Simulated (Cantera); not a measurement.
A Cantera script and what it prints.

```python
import numpy as np
import cantera as ct

gas_names = [...]  # 110 gases of nasa_gas.yaml made of C, H, O
cond_names = """
    C(gr) C6H6(L) C7H8(L) C8H18(L),n-octa H2O(s) H2O(L)
""".split()


# ... load() reads the species with a 1 bar reference pressure and builds the phases ...
atoms = {
    'CH3OH': {'C': 1, 'H': 4, 'O': 1},
    'CO2': {'C': 1, 'O': 2},
}
top_T = {'C(gr)': 4500}  # K; cautious upper limits of use, not melting points


# ... equilibrate(T, P, feed) seeds the gas with the atoms and calls Mixture.equilibrate('TP', solver="vcs", rtol=1e-11, max_steps=5000) ...
results = []
T = 1900  # K
P = 42000  # Pa
for m in [0.62, 0.87, 1.2, 1.7, 2.3, 3.3, 4.5]:
    feed = {'CH3OH': 1, 'CO2': m}  # mol
    mix = equilibrate(T, P, feed)
    results.append((T, P, feed, dict(zip(mix.species_names, mix.species_moles))))
    x = sorted(zip(gas.X, gas.species_names), reverse=True)
    print(f"T = {T:g} K  P = {P:g} Pa  n(CO2) = {m:g} mol  gas = {mix.phase_moles(0):.4g} mol")
    print("   x: " + "  ".join(f"{s} {v:.3e}" for v, s in x if v > 1e-06))
    print("   condensed (mol): " + ("  ".join(f"{mix.phase(i).name} {mix.phase_moles(i):.4g}"
          for i in range(1, mix.n_phases) if mix.phase_moles(i) > 1e-12) or "none"))
```

Result:

```
T = 1900 K  P = 42000 Pa  n(CO2) = 0.62 mol  gas = 3.621 mol
   x: CO 4.144e-01  H2 4.136e-01  H2O 1.383e-01  CO2 3.291e-02  H 7.875e-04  OH 2.163e-05
   condensed (mol): none
T = 1900 K  P = 42000 Pa  n(CO2) = 0.87 mol  gas = 3.871 mol
   x: CO 4.314e-01  H2 3.432e-01  H2O 1.730e-01  CO2 5.166e-02  H 7.173e-04  OH 2.971e-05
   condensed (mol): none
T = 1900 K  P = 42000 Pa  n(CO2) = 1.2 mol  gas = 4.201 mol
   x: CO 4.435e-01  H2 2.702e-01  H2O 2.055e-01  CO2 8.011e-02  H 6.365e-04  OH 3.976e-05
   condensed (mol): none
T = 1900 K  P = 42000 Pa  n(CO2) = 1.7 mol  gas = 4.701 mol
   x: CO 4.458e-01  H2O 2.330e-01  H2 1.921e-01  CO2 1.285e-01  H 5.366e-04  OH 5.349e-05
   condensed (mol): none
T = 1900 K  P = 42000 Pa  n(CO2) = 2.3 mol  gas = 5.301 mol
   x: CO 4.330e-01  H2O 2.443e-01  CO2 1.895e-01  H2 1.327e-01  H 4.460e-04  OH 6.747e-05
   condensed (mol): none
T = 1900 K  P = 42000 Pa  n(CO2) = 3.3 mol  gas = 6.301 mol
   x: CO 3.971e-01  CO2 2.853e-01  H2O 2.383e-01  H2 7.883e-02  H 3.438e-04  OH 8.539e-05
   condensed (mol): none
T = 1900 K  P = 42000 Pa  n(CO2) = 4.5 mol  gas = 7.501 mol
   x: CO2 3.813e-01  CO 3.519e-01  H2O 2.185e-01  H2 4.792e-02  H 2.680e-04  OH 1.004e-04
   condensed (mol): none
```

These are equilibrium values from Cantera (NASA tables, ideal gas, pure condensed phases), not measurements of a reactor.
